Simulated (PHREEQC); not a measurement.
0.03 g of hydrous ferric oxide (600 m²/g; 0.2 weak and 0.005 strong sites per Fe, Dzombak-Morel constants, diffuse double layer) in 1 kg of water with 0.005 mol/kgw of an inert sodium salt and 7.1e-05 mol/kgw ZnSO4, 8e-08 mol/kgw BaCl2 and 1.4e-07 mol/kgw CuSO4, at 25 °C; the pH is set by adding NaOH or the inert anion's acid. Oxygen alone is held at its pressure in air (log pO2 = -0.68). CO2 from the air is kept out. No solid was allowed to form.

Base run: PHREEQC, ion-association model, wateq4f.dat. Each further column changes one thing. The table gives Cu sorbed (%).

| pH | base | no electrostatic term (-no_edl) | background salt from 0.005 to 0.0005 mol/kgw | oxide from 0.03 to 0.15 g/kgw | 0.00022 mol/kgw CuCl2 added |
|---|---|---|---|---|---|
| 3 | 0.0 | 0.0 | 0.0 | 0.0 | 0.0 |
| 3.67 | 0.1 | 0.1 | 0.1 | 0.5 | 0.1 |
| 4.33 | 2.3 | 2.6 | 2.6 | 8.2 | 0.8 |
| 5.67 | 69.4 | 78.8 | 71.2 | 91.6 | 15.7 |
| 6.33 | 92.1 | … | 92.9 | 98.3 | 20.2 |
| 7 | 96.6 | 99.3 | 96.5 | 99.5 | … |
| 7.67 | 85.6 | 97.5 | 83.7 | 99.2 | 17.4 |
| 8.33 | 40.2 | 84.1 | 37.0 | 99.0 | … |
| 9.67 | 16.1 | 18.0 | 16.0 | … | 7.0 |
| 10.33 | 16.0 | 2.2 | 16.2 | 98.4 | 7.0 |
| 11 | 17.9 | … | 18.4 | 97.5 | 7.4 |

Task: Fill in the missing entries.

Result: 
- 6.33, no electrostatic term (-no_edl): 97.3
- 7, 0.00022 mol/kgw CuCl2 added: 20.4
- 8.33, 0.00022 mol/kgw CuCl2 added: 11.5
- 9.67, oxide from 0.03 to 0.15 g/kgw: 98.7
- 11, no electrostatic term (-no_edl): 0.2

In at least one series the solution becomes supersaturated in solids that the run did not let form, among them Zn(OH)2-e. The database's constant for dissolved Cu(OH)2 is higher than later reviews accept. The oxide is taken as insoluble; below pH 4 it would dissolve.
